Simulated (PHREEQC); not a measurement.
Make-up at 25 °C: 0.28 mol/kgw K2CO3, 0.0046 mol/kgw Na2SO4 and 0.015 mol/kgw KBr. Closed to the air; pH follows from the charge balance.

Model: Pitzer model, pitzer.dat, run in PHREEQC.

Precipitation was switched off in this run.

Problem. Predict the pH, ionic strength.

Solution. pH 11.55; ionic strength 0.864 mol/kgw.

Problem. In which forms is C present?

Solution. CO3-2 98 %, HCO3- 1.7 % of the C.
